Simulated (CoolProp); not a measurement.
Vapour-liquid equilibrium of R22 (1) + n-hexane (2) at 0.0095 MPa; x and y are mole fractions of (1).

Model: multi-fluid Helmholtz-energy mixture model, Kamei 1995 and Thol 2019; pair parameters Bell 2016, in CoolProp.

### Question
Give the bubble temperature and the first vapour's composition at x = 0.35, 0.55, 0.95. Is there an azeotrope?

### Answer
x = 0.35: -74.4 °C, y = 0.999; x = 0.55: -77.2 °C, y = 0.999; x = 0.95: -80.6 °C, y = 1.000. No azeotrope shows between x = 0.05 and 0.95.

Pair parameters are fitted to limited data, so mixtures are less certain than the pure fluids. With so large a gap from Raoult's law the liquid may split in two, which this calculation doesn't test in full.
